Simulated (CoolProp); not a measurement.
A Linde-Hampson liquefier for normal hydrogen: isothermal reversible compression at 290 K from 1 atm to 5 MPa, throttling to 1 atm, return gas leaving the recuperator 10 K below the feed. Each further row changes one setting.

Computed with CoolProp (reference Helmholtz-energy equation of state, Leachman 2009).

```csv
case,compression work (kJ/kg of gas)
as stated,4700
high pressure 10 MPa,5560
warm-end temperature 320 K,5180
warm-end gap 15 K,4700
```
